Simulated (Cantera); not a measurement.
A Cantera script and its output.

```python
import numpy as np
import cantera as ct

gas = ct.Solution("gri30.yaml")


def delay(T, t_max=10):
    gas.TPX = T, 3700000, {'CH3OH': 1, 'O2': 3.41, 'N2': 20.8}
    reactor = ct.IdealGasConstPressureReactor(gas, clone=False)
    net = ct.ReactorNet([reactor])
    net.rtol, net.atol = 1e-8, 1e-16
    while net.time < t_max:
        t_old, T_old = net.time, reactor.T
        net.step()
        if reactor.T > T + 400:  # ignition: a rise of 400 K
            return t_old + (T + 400 - T_old) / (reactor.T - T_old) * (net.time - t_old)
    return np.nan


taus = []
for T in [1100, 1200, 1300, 1400, 1500, 1600]:
    taus.append(delay(T))
    print(f"T0 = {T:6g} K   tau = {taus[-1]:.4e} s")
```

Output:

```
T0 =   1100 K   tau = 5.6333e-03 s
T0 =   1200 K   tau = 8.8493e-04 s
T0 =   1300 K   tau = 1.9155e-04 s
T0 =   1400 K   tau = 5.4950e-05 s
T0 =   1500 K   tau = 1.9965e-05 s
T0 =   1600 K   tau = 8.7160e-06 s
```

Model: GRI-Mech 3.0 (53 species, 325 reactions), integrated in Cantera. GRI-Mech 3.0 was tuned for natural gas; its chemistry of methanol as a main component is partial and can be far from experiment. The pressure lies above the range GRI-Mech 3.0 was tuned for (to about 10 atm).
